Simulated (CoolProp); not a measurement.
A simple Rankine cycle with isohexane: condensing at 327.15 K, boiler at 2.19 MPa, turbine inlet 480.7 K, turbine efficiency 0.7, pump efficiency 0.7, no recuperator. Each further row changes one setting.

Values from CoolProp's reference Helmholtz-energy equation of state, Lemmon 2006. It is a short technical equation, of lower accuracy than the large ones.

```csv
case,thermal efficiency (%),net work (kJ/kg),heat in (kJ/kg),turbine exit temperature (K),volume ratio over the turbine
as stated,13.5,78.8,585,415.5,38.2
turbine inlet 500.7 K,13.3,86.2,650,441.0,33.6
condensing temperature 319.15 K,14.2,86.1,604,412.0,50.0
boiler pressure 1.53 MPa,12.4,76.9,618,430.9,21.5
turbine efficiency 0.6,11.4,66.9,585,420.9,38.7
```
